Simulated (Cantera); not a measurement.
Gas activation for diamond growth

An isothermal, constant-pressure homogeneous reactor starts with 4.66 % CH4, 95.0 % H2, 0.314 % H, at 2175 K and 20.0 Torr.

Detailed kinetics in Cantera: GRI-Mech 3.0 (53 species, 325 reactions). GRI-Mech 3.0 stops at C3 and has no aromatics, soot or wall deposition, so with more carbon than oxygen in the feed, carbon stays in small species such as C2H2 where larger ones or solid carbon would form. Radical loss at walls, strong at low pressure, is not modelled.

```tsv
t (s)	x CH4	x H2	x H	x C2H6	x CH2
3.00e-5	0.0449	0.952	0.00183	8.68e-7	3.33e-6
9.54e-5	0.0445	0.951	0.00222	1.51e-6	5.30e-6
0.000304	0.0430	0.950	0.00347	2.99e-6	1.17e-5
0.000965	0.0374	0.949	0.00686	6.06e-6	3.42e-5
0.00307	0.0209	0.954	0.0109	3.29e-6	4.90e-5
0.00977	0.00558	0.960	0.0142	3.08e-7	2.77e-5
0.0311	0.000886	0.958	0.0188	1.02e-8	8.91e-6
0.0988	0.000136	0.954	0.0239	2.98e-10	2.31e-6
0.314	3.03e-5	0.950	0.0283	1.82e-11	7.32e-7
1.00	2.13e-5	0.949	0.0293	9.78e-12	5.54e-7
```
x: mole fraction; the columns are a selection and need not sum to one.

Equilibrium at this temperature and pressure: CH4 2.13e-5, H2 0.949, H 0.0293, C2H6 9.83e-12, CH2 5.56e-7 (gas phase only).
